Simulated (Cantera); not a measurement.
A Cantera script and what it prints.

```python
import numpy as np
import cantera as ct

gas_names = """
    Cs CsO CsOH Cs2 Cs2O Cs2O2H2 H HO2 H2 H2O H2O2 O OH O2 O3
""".split()
cond_names = """
    Cs(cr) Cs(L) CsOH(a) CsOH(b) CsOH(c) CsOH(L) H2O(s) H2O(L)
""".split()


# ... load() reads the species with a 1 bar reference pressure and builds the phases ...
atoms = {
    'CsOH': {'Cs': 1, 'O': 1, 'H': 1},
    'H2O': {'H': 2, 'O': 1},
}
top_T = {}  # K; cautious upper limits of use, not melting points


# ... equilibrate(T, P, feed) seeds the gas with the atoms and calls Mixture.equilibrate('TP', solver="vcs", rtol=1e-11, max_steps=5000) ...
results = []
feed = {'CsOH': 1, 'H2O': 1.6}  # mol
P = 12  # Pa
for T in [825, 925, 1025, 1125, 1225, 1325, 1425, 1525, 1625, 1725]:
    mix = equilibrate(T, P, feed)
    results.append((T, P, feed, dict(zip(mix.species_names, mix.species_moles))))

top = {s: max(r[3][s] / sum(r[3][g] for g in gas_names) for r in results) for s in gas_names}
cols = sorted((s for s in top if top[s] > 0.001), key=lambda s: -top[s])[:9]
seen = [c for c in cond_names if any(r[3].get(c, 0) > 1e-12 for r in results)]
print("log10 of partial pressures in bar; condensed amounts in mol")
print(f"{'T/K':>10s}" + "".join(f"{s[:9]:>10s}" for s in cols + seen))
for T, P, feed, n in results:
    ng = sum(n[g] for g in gas_names)
    print(f"{T:10.4g}" + "".join(f"{np.log10(max(n[s] / ng * P / 1e5, 1e-99)):10.3f}" for s in cols)
          + "".join(f"{n.get(c, 0):10.4g}" for c in seen))
```

Result:

```
log10 of partial pressures in bar; condensed amounts in mol
       T/K       H2O      CsOH        Cs        O2   Cs2O2H2        OH        H2         H         O
       825    -4.128    -4.351    -9.914   -10.502    -6.017   -12.759   -11.675   -16.938   -17.850
       925    -4.131    -4.337    -8.742    -9.333    -7.178   -11.357   -10.572   -14.870   -15.539
      1025    -4.132    -4.336    -7.811    -8.403    -8.133   -10.229    -9.673   -13.197   -13.683
      1125    -4.132    -4.337    -7.047    -7.641    -8.921    -9.303    -8.929   -11.817   -12.156
      1225    -4.132    -4.341    -6.413    -7.007    -9.585    -8.527    -8.303   -10.658   -10.879
      1325    -4.132    -4.352    -5.882    -6.477   -10.165    -7.871    -7.765    -9.669    -9.798
      1425    -4.131    -4.382    -5.442    -6.038   -10.703    -7.311    -7.294    -8.813    -8.877
      1525    -4.132    -4.447    -5.093    -5.689   -11.248    -6.832    -6.868    -8.060    -8.091
      1625    -4.133    -4.565    -4.835    -5.430   -11.846    -6.425    -6.470    -7.387    -7.426
      1725    -4.137    -4.743    -4.666    -5.255   -12.521    -6.080    -6.095    -6.779    -6.864
```

Cantera equilibrium calculation (NASA polynomials, part measured and part estimated; ideal gas, pure solids and liquids).
